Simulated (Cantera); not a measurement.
A Cantera script and what it prints.

```python
import numpy as np
import cantera as ct

gas_names = """
    AL ALH ALO ALOH ALO2 ALO2H AL2 AL2O AL2O2 H HALO HO2 H2 H2O H2O2 O OH O2 O3
""".split()
cond_names = """
    AL(cr) AL(L) AL2O3(a) AL2O3(L) H2O(s) H2O(L)
""".split()


def load(file, names, dense=False):
    # The tables refer to 1 bar. Condensed volumes are neglected.
    table = {s.name: s for s in ct.Species.list_from_file(file)}
    out = []
    for n in names:
        d = dict(table[n].input_data)
        d["thermo"] = dict(d["thermo"], **{"reference-pressure": 1e5})
        if dense:
            d["equation-of-state"] = {"model": "constant-volume", "density": "1e6 g/cm^3"}
        out.append(ct.Species.from_dict(d))
    return out


gas = ct.Solution(thermo="ideal-gas", species=load("nasa_gas.yaml", gas_names))
cond = {s.name: ct.Solution(thermo="fixed-stoichiometry", species=[s], name=s.name)
        for s in load("nasa_condensed.yaml", cond_names, dense=True)}
atoms = {
    'Al2O3': {'AL': 2, 'O': 3},
    'H2': {'H': 2},
    'H2O': {'H': 2, 'O': 1},
}
top_T = {}  # K; cautious upper limits of use, not melting points


def equilibrate(T, P, feed):
    n = {}
    for name, mol in feed.items():
        for a, k in atoms[name].items():
            n[a] = n.get(a, 0.0) + k * mol
    gas.TPX = T, P, n
    mass = sum(n.values()) * gas.mean_molecular_weight
    gas.equilibrate("TP")
    valid = [c for c in cond.values() if c.min_temp <= T <= top_T.get(c.name, c.max_temp)]
    mix = ct.Mixture([(gas, mass / gas.mean_molecular_weight)] + [(c, 0.0) for c in valid])
    mix.T, mix.P = T, P
    mix.equilibrate("TP", solver="vcs", rtol=1e-11, max_steps=5000)
    return mix


results = []
feed = {'Al2O3': 1, 'H2': 1000, 'H2O': 2}  # mol
P = 78  # Pa
for T in [625, 775, 925, 1075, 1225, 1375, 1525, 1675, 1825, 1975, 2125]:
    mix = equilibrate(T, P, feed)
    results.append((T, P, feed, dict(zip(mix.species_names, mix.species_moles))))

top = {s: max(r[3][s] / sum(r[3][g] for g in gas_names) for r in results) for s in gas_names}
cols = sorted((s for s in top if top[s] > 1e-06), key=lambda s: -top[s])[:5]
seen = [c for c in cond_names if any(r[3].get(c, 0) > 1e-12 for r in results)]
print("log10 of partial pressures in bar; condensed amounts in mol")
print(f"{'T/K':>10s}" + "".join(f"{s[:9]:>10s}" for s in cols + seen))
for T, P, feed, n in results:
    ng = sum(n[g] for g in gas_names)
    print(f"{T:10.4g}" + "".join(f"{np.log10(max(n[s] / ng * P / 1e5, 1e-99)):10.3f}" for s in cols)
          + "".join(f"{n.get(c, 0):10.4g}" for c in seen))
```

Output:

```
log10 of partial pressures in bar; condensed amounts in mol
       T/K        H2         H       H2O        AL      AL2O  AL2O3(a)
       625    -3.109   -17.124    -5.808   -51.596   -65.825         1
       775    -3.109   -13.558    -5.808   -38.716   -49.115         1
       925    -3.109   -11.139    -5.808   -30.055   -37.892         1
      1075    -3.109    -9.388    -5.808   -23.842   -29.852         1
      1225    -3.109    -8.061    -5.808   -19.172   -23.818         1
      1375    -3.109    -7.020    -5.808   -15.537   -19.130         1
      1525    -3.109    -6.181    -5.808   -12.631   -15.387         1
      1675    -3.111    -5.490    -5.809   -10.257   -12.334    0.9999
      1825    -3.116    -4.914    -5.809    -8.288    -9.807    0.9951
      1975    -3.130    -4.429    -5.739    -6.746    -7.838    0.8456
      2125    -3.167    -4.024    -5.473    -5.948    -6.970         0
```

Equilibrium computed with Cantera from the NASA thermochemical tables; the gas is ideal and each condensed phase is pure. The tables' values for AlOH are old estimates; treat these amounts as uncertain.
